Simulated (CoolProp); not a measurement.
Properties of dimethyl ether along the isotherm 435.8 K (Tc = 400.4 K, pc = 5337 kPa, ω = 0.196).

Model: reference Helmholtz-energy equation of state, Wu 2011, in CoolProp.

```
p (kPa)          phase       Z  cp (kJ/(kg K))  speed of sound (m/s)  expansivity (1/kK)  viscosity (µPa s)
-------  -------------  ------  --------------  --------------------  ------------------  -----------------
158                gas  0.9919           1.850                 293.4               2.354               13.4
300                gas  0.9845           1.859                 291.6               2.410               13.5
568                gas  0.9705           1.877                 288.3               2.521               13.5
1080               gas  0.9433           1.916                 282.0               2.758               13.7
2040               gas  0.8905           2.008                 269.7               3.312               14.1
3870               gas  0.7797           2.295                 244.6               5.069               15.2
7340     supercritical  0.5067           4.384                 197.8               17.85               20.6
13900    supercritical  0.4149           3.368                 366.3               6.689               43.7
26400    supercritical  0.6521           2.755                 584.6               2.971               64.8
50000    supercritical   1.090           2.547                 808.4               1.793               89.9
```

The peak of cp marks the crossing from liquid-like to gas-like fluid above the critical point.

Viscosity comes from a separate model (Meng 2012).
